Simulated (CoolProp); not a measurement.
Vapour-liquid equilibrium of diethyl ether (1) + acetone (2) at 0.855 MPa; x and y are mole fractions of (1).

Computed with CoolProp (multi-fluid Helmholtz-energy mixture model, Thol 2014 and Lemmon 2006; pair parameters Bell 2016).

Give the bubble temperature and the first vapour's composition at x = 0.2, 0.35, 0.65. Is there an azeotrope?

x = 0.2: 399.8 K, y = 0.312; x = 0.35: 394.5 K, y = 0.483; x = 0.65: 387.8 K, y = 0.724. No azeotrope shows between x = 0.05 and 0.95.

The pair parameters rest on a limited set of measurements; away from them the model extrapolates.
